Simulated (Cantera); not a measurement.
A freely propagating, adiabatic, planar premixed flame of CH₃OH : O₂ : N₂ = 1 : 1.36 : 5.13 (molar parts), equivalence ratio 1.1, unburnt at 700 K and 4.93 atm; multicomponent transport, grid criteria slope 0.08 and curve 0.16, no radiation.

Model: GRI-Mech 3.0 (53 species, 325 reactions), integrated in Cantera. GRI-Mech 3.0 was tuned for natural gas; its chemistry of methanol as a main component is partial and can be far from experiment. Burning velocities carry a grid error of a few per cent, more on coarse grids.

x: mole fraction of selected species; z is measured from the peak of heat release.

```csv
z (mm),T (K),u (m/s),x CH₃OH,x O₂,x NO,x H₂O₂,x H,x HCN
-0.182,700,1.46,0.133,0.181,<1e-8,6.31e-7,<1e-8,<1e-8
-0.121,703,1.47,0.133,0.180,<1e-8,6.22e-6,<1e-8,<1e-8
-0.0909,711,1.50,0.132,0.178,<1e-8,[?],<1e-8,<1e-8
-0.0606,761,1.62,0.128,0.172,3.71e-8,0.000149,<1e-8,<1e-8
-0.0303,1045,2.29,0.100,0.144,3.86e-7,0.000900,6.82e-7,4.49e-8
-0.0152,1394,3.16,0.0571,0.109,1.32e-6,0.00136,6.75e-5,1.16e-7
0,1801,4.22,0.00771,0.0663,3.50e-6,0.000119,0.00185,2.55e-7
0.0152,1975,4.65,[?],[?],[?],[?],[?],[?]
0.0303,2058,4.82,1.73e-7,0.0256,9.86e-6,1.20e-6,0.00793,1.65e-7
0.0606,2163,5.02,<1e-8,0.0162,1.62e-5,8.68e-7,0.00734,3.71e-8
0.121,2272,5.23,<1e-8,0.0107,2.64e-5,5.99e-7,0.00515,<1e-8
0.242,2362,5.41,<1e-8,0.00700,4.11e-5,4.10e-7,0.00314,<1e-8
0.485,2424,5.53,<1e-8,0.00432,6.14e-5,2.77e-7,0.00193,<1e-8
```

**Question.** Fill in the missing entries.

**Answer.** 
- -0.0909, x H₂O₂: 2.63e-5
- 0.0152, x CH₃OH: 6.19e-5
- 0.0152, x O₂: 0.0395
- 0.0152, x NO: 6.46e-6
- 0.0152, x H₂O₂: 1.98e-6
- 0.0152, x H: 0.00621
- 0.0152, x HCN: 2.98e-7
